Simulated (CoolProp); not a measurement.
R236FA at several states: density (kg/m³) from the reference equation and from simpler models built on Tc = 398.1 K, pc = 3.191 MPa, ω = 0.377; each cubic takes its own stable root.

Values from CoolProp's reference Helmholtz-energy equation of state, Pan 2012.

| T (K) | p (MPa) | phase | reference | van der Waals | Redlich-Kwong | Peng-Robinson |
|---|---|---|---|---|---|---|
| 294.7 | 0.903 | liquid | 1375 | 806.9 | 1164 | 1405 |
| 185.1 | 0.95 | liquid | 1695 | 982.8 | 1459 | 1687 |
| 383.9 | 0.0141 | gas | 0.6728 | 0.6726 | 0.6727 | 0.6729 |
